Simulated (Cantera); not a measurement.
Charge: 1 mol CF₄, 0.011 mol F₂, equilibrated at 1375 K and 100000 Pa.

These are equilibrium values from Cantera (NASA tables, ideal gas, pure condensed phases), not measurements of a reactor. Gases not in the tables: C₂F₆ and larger saturated fluorocarbons. Rates play no part.

```json
[
 {"species": "F", "before": "0.0211", "after": "0.590"},
 {"species": "CF₄", "before": "0.979", "after": "0.252"},
 {"species": "F₂", "before": "0.000203", "after": "0.158"}
]
```
Gas species are given as mole fractions.

Q: What was changed between the two runs?
A. temperature from 1375 K to 2825 K
B. F₂ from 0.011 to 0.037 mol
C. F₂ from 0.011 to 0.027 mol
D. F₂ from 0.011 to 1.8 mol

A: D, F₂ from 0.011 to 1.8 mol
